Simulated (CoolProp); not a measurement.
Vapour pressure (MPa) of n-dodecane: the reference equation beside estimates from Tc = 658.1 K, pc = 1.818 MPa, ω = 0.574. Clausius-Clapeyron is anchored at 541.1 K with a constant enthalpy of vaporisation of 37.49 kJ/mol.

Computed with CoolProp (reference Helmholtz-energy equation of state, Lemmon 2004). It is a short technical equation, of lower accuracy than the large ones.

| T (K) | reference | Clausius-Clapeyron | Soave-Redlich-Kwong | Peng-Robinson |
|---|---|---|---|---|
| 458.1 | 0.04509 | 0.06656 | 0.04509 | 0.04595 |
| 469.9 | 0.06214 | 0.08522 | 0.06235 | 0.06317 |
| 481.8 | 0.08418 | 0.1080 | 0.08476 | ? |
| 493.7 | 0.1120 | 0.1354 | 0.1131 | 0.1136 |
| 505.5 | 0.1463 | ? | 0.1482 | 0.1482 |
| 517.4 | 0.1887 | 0.2057 | 0.1918 | 0.1911 |
| 529.3 | 0.2401 | 0.2502 | 0.2446 | 0.2433 |
| 541.1 | 0.3013 | 0.3013 | 0.3076 | 0.3053 |
| 553 | 0.3745 | 0.3604 | 0.3830 | 0.3796 |
| 564.9 | 0.4608 | 0.4280 | 0.4719 | 0.4673 |
| 576.7 | ? | 0.5039 | 0.5748 | 0.5689 |
| 588.6 | 0.6778 | 0.5903 | 0.6950 | 0.6879 |
| 600.4 | 0.8120 | 0.6862 | 0.8321 | 0.8241 |
| 612.3 | ? | 0.7940 | 0.9902 | 0.9817 |

Question: What belongs in the gaps?

Answer: 
- 481.8, Peng-Robinson: 0.08544
- 505.5, Clausius-Clapeyron: 0.1675
- 576.7, reference: 0.5607
- 612.3, reference: 0.9676

Absolute difference from the reference over all 14 rows, mean and median: Clausius-Clapeyron 16.4 and 13.7 %, Soave-Redlich-Kwong 1.7 and 2.0 %, Peng-Robinson 1.5 and 1.4 %.
